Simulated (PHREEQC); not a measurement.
A solution holds 0.026 mol TMAH, 0.00021 mol Na2SiO3 and 0.23 mol K2CO3 per kg of water, at 50 °C. Closed to the air; pH follows from the charge balance.

Equilibrium calculation in PHREEQC: ion-association model, phreeqc.dat.

Q: The ionic strength comes out as 0.713 mol/kgw. What activity coefficients do CO3-2, Na+, OH-, K+, HCO3- get?

A: CO3-2 0.19, Na+ 0.70, OH- 0.59, K+ 0.61, HCO3- 0.66.

No solid was allowed to form. Ionic strength above about 0.7 mol/kgw puts this run outside the model's range. Complexes and solids missing from the database can't appear. (CH3)4N+ isn't in the database: it is added as a free cation with an ion size of 4 Å. Away from 25 °C the constants follow the database's enthalpies or fits; those with neither stay at their 25 °C values.
